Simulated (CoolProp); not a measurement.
Vapour pressure (kPa) of R21: the reference equation beside estimates from Tc = 452.7 K, pc = 5289 kPa, ω = 0.206. Clausius-Clapeyron is anchored at 236.3 K with a constant enthalpy of vaporisation of 26.89 kJ/mol.

The numbers come from the reference Helmholtz-energy equation of state, Platzer 1990 in CoolProp. This equation is an older, rougher fit; its heat capacities, sound speeds and derivatives of the liquid may be far off and weren't checked against measurements.

```tsv
T (K)	reference	Lee-Kesler	Clausius-Clapeyron	van der Waals	Redlich-Kwong	Soave-Redlich-Kwong	Peng-Robinson
208.8	1.797	1.757	1.890	83.30	3.622	1.801	1.999
236.3	11.47	11.22	11.47	195.5	21.26	11.43	12.11
263.7	47.00	46.24	(withheld)	386.3	78.78	46.67	47.97
291.2	142.8	141.4	151.4	678.7	216.9	141.7	142.8
318.7	348.8	347.0	394.8	1091	484.9	346.8	345.6
346.2	726.1	724.8	884.0	1640	935.2	726.4	(withheld)
373.7	1344	1344	1758	2340	1618	1354	1337
401.2	2280	2282	3182	3202	2582	2311	2285
428.6	(withheld)	3635	5327	4233	3864	3676	3651
```

Complete the blanks.


- 263.7, Clausius-Clapeyron: 47.55
- 346.2, Peng-Robinson: 719.0
- 428.6, reference: 3624

Absolute difference from the reference over all 9 rows, mean and median: Lee-Kesler 0.9 and 0.5 %, Clausius-Clapeyron 18.3 and 13.2 %, van der Waals 856.3 and 212.8 %, Redlich-Kwong 46.1 and 39.0 %, Soave-Redlich-Kwong 0.7 and 0.7 %, Peng-Robinson 2.5 and 0.9 %.
